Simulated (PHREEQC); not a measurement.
## Silver or lead bath

Consider water at 40 °C with 0.0016 mol AgF, 0.00055 mol NaCl and 0.076 mol Cu(NO3)2 per kg of water. Closed to the air; pH follows from the charge balance.

Equilibrium calculation in PHREEQC: ion-association model, wateq4f.dat.

Each row changes one thing in this solution. This is a speciation only: nothing precipitates in the calculation.

```csv
case,pH,ionic strength (mol/kgw),Ag+ (mol/kgw),F- (mol/kgw),CuF+ (mol/kgw),Cl- (mol/kgw),SI of Cu2(OH)3NO3 (Cu2(OH)3NO3),SI of Tenorite (CuO)
as made,4.20,0.229,0.00130,0.00104,0.000468,0.000260,-0.31,-0.33
AgF from 0.0016 to 0.008 mol/kgw,4.37,0.231,0.00725,…,0.00232,8.51e-5,+0.20,+0.01
NaCl from 0.00055 to 0.0055 mol/kgw,4.20,0.232,0.000361,0.00105,0.000465,0.00354,-0.31,-0.33
diluted 100-fold with water,5.22,0.00230,1.59e-5,1.56e-5,1.98e-7,5.37e-6,-2.23,+0.15
0.019 mol/kgw KOH added,5.35,…,0.00129,0.00119,0.000406,0.000263,+2.92,+1.86
```

Complete the blanks.


- AgF from 0.0016 to 0.008 mol/kgw, F- (mol/kgw): 0.00534
- 0.019 mol/kgw KOH added, ionic strength (mol/kgw): 0.219

Complexes and solids missing from the database can't appear. Some of these states are supersaturated (in Cerargyrite, Cu2(OH)3NO3, Tenorite (slow to form), for instance). Constants without temperature data keep their 25 °C values here.
